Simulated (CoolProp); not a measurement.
Saturation properties of R365MFC.

Computed with CoolProp (reference Helmholtz-energy equation of state, Lemmon 2016).

| T (K) | p (kPa) | liquid density (kg/m³) | vapour Z |
|---|---|---|---|
| 283.1 | 29.69 | 1289 | 0.9810 |
| 288.8 | 38.32 | 1277 | 0.9772 |
| 294.6 | 49.07 | 1265 | 0.9728 |
| 300.4 | 62.12 | 1252 | 0.9677 |
| 306.1 | 77.53 | 1240 | 0.9622 |
| 311.9 | 96.18 | 1227 | 0.9559 |
| 317.7 | 118.2 | 1214 | 0.9489 |
| 323.4 | 143.5 | 1201 | 0.9414 |
| 329.2 | 173.5 | 1188 | 0.9330 |
| 335 | 208.1 | 1174 | 0.9239 |
| 340.7 | 247.1 | 1161 | 0.9143 |
| 346.5 | 292.4 | 1146 | 0.9036 |
| 352.2 | 342.8 | 1132 | 0.8924 |
| 358 | 400.7 | 1117 | 0.8802 |

It boils at 313.3 K under 1 atm.
